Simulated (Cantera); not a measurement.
A freely propagating, adiabatic, planar premixed flame of 8.10 % CH₄, 0.648 % C₂H₆, 13.2 % O₂, 55.4 % N₂, 22.7 % CO₂, unburnt at 323 K and 90.0 Torr; multicomponent+Soret transport, grid criteria slope 0.08 and curve 0.16, no radiation.

Detailed kinetics in Cantera: GRI-Mech 3.0 (53 species, 325 reactions). Burning velocities carry a grid error of a few per cent, more on coarse grids.

Predict: laminar burning velocity; thermal thickness; peak x(HCN); peak x(C₂H₄); peak x(CH₂O).

laminar burning velocity: 3.75 cm/s
thermal thickness: 22.2 mm
peak x(HCN): 2.76e-6
peak x(C₂H₄): 0.00158
peak x(CH₂O): 0.000522
